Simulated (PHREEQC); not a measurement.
Make-up at 25 °C: 0.25 mol/kgw HNO3 and 0.0011 mol/kgw NaCl. Closed to the air; pH follows from the charge balance.

Model: ion-association model, phreeqc.dat, run in PHREEQC.

The ionic strength comes out as 0.251 mol/kgw. What activity coefficients do NO3-, H+, Na+, Cl- get?

NO3- 0.67, H+ 0.79, Na+ 0.74, Cl- 0.70.

Precipitation was switched off in this run. Complexes and solids missing from the database can't appear.
